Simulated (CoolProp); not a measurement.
Model: reference Helmholtz-energy equation of state, Thol 2019, in CoolProp.

For n-pentane, give the phase and the cp (kJ/(kg K)), cv (kJ/(kg K)) at 363.2 K and 0.282 MPa; 312.5 K and 0.0452 MPa; 201.9 K and 14.6 MPa.


- 363.2 K and 0.282 MPa: gas; cp 2.03, cv 1.87
- 312.5 K and 0.0452 MPa: gas; cp 1.75, cv 1.62
- 201.9 K and 14.6 MPa: liquid; cp 1.99, cv 1.48
